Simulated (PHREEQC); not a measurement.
Solution (65 °C): 1.9 mmol/kgw H2SO4 and 22 mmol/kgw FeSO4. Closed to the air; pH follows from the charge balance.

The numbers come from PHREEQC with the ion-association model, phreeqc.dat.

Each row changes one thing in this solution. No solid was allowed to form.

```
case                                  pH  ionic strength (mol/kgw)  Fe+2 (mol/kgw)  SO4-2 (mol/kgw)  FeSO4 (mol/kgw)  HSO4- (mol/kgw)  SI of Melanterite (FeSO4:7H2O)
----------------------------------  ----  ------------------------  --------------  ---------------  ---------------  ---------------  ------------------------------
as made                             2.90                    0.0501          0.0122           0.0119          0.00967          0.00215                           -2.70
FeSO4 from 0.022 to 0.11 mol/kgw    3.25                     0.193          0.0481           0.0474           0.0614          0.00262                           -1.89
FeSO4 from 0.022 to 0.0044 mol/kgw  2.67                    0.0152         0.00304          0.00358          0.00133          0.00137                           -3.57
0.00058 mol/kgw MgBr2 added         2.89                    0.0512               ?           0.0118          0.00953          0.00213                           -2.71
diluted 5-fold with water           3.35                    0.0130         0.00310          0.00322          0.00129         0.000260                           -3.58
FeSO4 from 0.022 to 0.22 mol/kgw    3.42                     0.355          0.0887           0.0880            0.131          0.00260                           -1.56
temperature from 65 to 40 °C        2.78                    0.0561          0.0135           0.0137          0.00842                ?                           -2.39
```

Q: Complete the blanks.

A: 
- 0.00058 mol/kgw MgBr2 added, Fe+2 (mol/kgw): 0.0123
- temperature from 65 to 40 °C, HSO4- (mol/kgw): 0.00170

At this temperature some constants are extrapolated from 25 °C, and those without enthalpy data are left unchanged.
